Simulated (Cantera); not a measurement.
Input: 1 mol SiH2Cl2, 2.5 mol N2, 0.29 mol H2, at 1775 °C and 10.0 Torr.

These are equilibrium values from Cantera (NASA tables, ideal gas, pure condensed phases), not measurements of a reactor. The tables' values for SiCl, SiCl3, SiN are old estimates; treat these amounts as uncertain. Gases not in the tables: Si2H6 and higher silanes. The numbers say what is thermodynamically allowed, not how fast it happens.

```tsv
species	before	after
N2	0.515	0.475
HCl	0.114	0.341
H2	0.204	0.145
SiCl2	0.144	0.00245
SiCl4	4.95e-6	0.0327
Si	0.00568	<1e-9
SiCl	0.00392	1.22e-9
SiH	0.000180	<1e-9
Si2N	0.000138	<1e-9
SiN	0.000109	<1e-9
Si2	6.59e-5	<1e-9
Si(l), mol	0.247	0
Si3N4(s), mol	0	0.280
```
Gas species are given as mole fractions.

### Question
Name the change that produced these shifts.
A) temperature from 1775 °C to 827 °C
B) temperature from 1775 °C to 1002 °C
C) temperature from 1775 °C to 427 °C
D) H2 from 0.29 to 34 mol

### Answer
B, temperature from 1775 °C to 1002 °C. N2 is the only nitrogen source here; it is nearly inert below about 1500 K, so the nitride shown seldom forms there in practice. The tables' values for SiCl3 are old estimates; treat these amounts as uncertain
